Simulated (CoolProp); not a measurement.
A single-stage vapour-compression cycle with carbonyl sulfide: evaporating at 225.15 K (dew point), condensing at 248.15 K (bubble point), superheat 2 K, subcooling 2 K, compressor efficiency 0.85, no pressure losses. Each further row changes one setting.

The numbers come from the reference Helmholtz-energy equation of state, Lemmon 2006 in CoolProp. It is a short technical equation, of lower accuracy than the large ones.

| case | cooling COP | pressure ratio | discharge temperature (K) | refrigerating effect (kJ/kg) | volumetric capacity (kJ/m³) |
|---|---|---|---|---|---|
| as stated | 7.64 | 2.55 | 286.3 | 284 | 1040 |
| evaporating temperature 230.15 K | ___ | ___ | 277.3 | 286 | 1290 |
| condensing temperature 243.15 K | 9.94 | 2.12 | 273.9 | 290 | 1060 |
| subcooling 7 K | 7.80 | 2.55 | 286.3 | 290 | 1060 |
| superheat 12 K | 7.46 | 2.55 | 297.9 | 290 | 1010 |
| compressor efficiency 0.75 | 6.74 | 2.55 | ___ | 284 | 1040 |

Problem. Complete the blanks.

Solution. 
- evaporating temperature 230.15 K, cooling COP: 10.2
- evaporating temperature 230.15 K, pressure ratio: 2.04
- compressor efficiency 0.75, discharge temperature (K): 293.2
